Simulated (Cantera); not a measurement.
**CaO + F₂ + H₂ (oxide etching and cleaning by halides)**

Feed: 1 mol CaO, a varied amount of F₂, 15 mol H₂, equilibrated at 1498 K and 35000 Pa.

These are equilibrium values from Cantera (NASA tables, ideal gas, pure condensed phases), not measurements of a reactor. Candidate condensed phases: Ca, CaF₂, CaO, Ca(OH)₂, H₂O; 29 gas species. Kinetics and transport are ignored.

From 1.2 mol F₂ to 17 mol F₂ the condensed part is CaF₂(s). The main Ca-bearing gas is CaF₂ throughout.

```csv
n(F₂) (mol),x HF,x H₂,x H₂O,x F,x O₂,n CaF₂(s)
1.2,0.0263,0.908,0.0658,2.17e-11,<1e-12,1.000
2.6,0.193,0.747,0.0602,1.75e-10,<1e-12,1.000
4,0.333,0.611,0.0556,3.35e-10,<1e-12,1.000
5.5,0.462,0.487,0.0513,5.20e-10,<1e-12,1.000
6.9,0.565,0.388,0.0478,7.13e-10,<1e-12,1.000
8.3,0.655,0.300,0.0448,9.39e-10,<1e-12,1.000
9.7,0.734,0.224,0.0422,1.22e-9,<1e-12,1.000
11,0.800,0.160,0.0400,1.57e-9,<1e-12,1.000
13,0.889,0.0741,0.0370,2.57e-9,2.42e-12,1.000
14,0.929,0.0357,0.0357,3.86e-9,9.69e-12,1.000
15,0.965,2.93e-5,0.0345,1.40e-7,1.34e-5,1.000
17,0.923,<1e-12,5.61e-12,0.0612,0.0154,1.000
```
x: gas mole fraction; n: condensed amount in mol.
